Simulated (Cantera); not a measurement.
A closed system holds: 1 mol BN, 66 mol HCl, equilibrated at 7.50 Torr.

Cantera equilibrium calculation (NASA polynomials, part measured and part estimated; ideal gas, pure solids and liquids). Candidate condensed phases: B, BN, NH₄Cl; 21 gas species. Gases not in the tables: BHCl₂. The numbers say what is thermodynamically allowed, not how fast it happens.

Q: What share of the B ends up in condensed phases as a function of T (K), at 848, 948, 1048, 1148, 1248, 1348, 1448?

A: 
```json
[
 {"T (K)": "848", "B condensed (%)": "74.3", "as": "BN(s)"},
 {"T (K)": "948", "B condensed (%)": "51.2", "as": "BN(s)"},
 {"T (K)": "1048", "B condensed (%)": "18.5", "as": "BN(s)"},
 {"T (K)": "1148", "B condensed (%)": "0.0", "as": "-"},
 {"T (K)": "1248", "B condensed (%)": "0.0", "as": "-"},
 {"T (K)": "1348", "B condensed (%)": "0.0", "as": "-"},
 {"T (K)": "1448", "B condensed (%)": "0.0", "as": "-"}
]
```
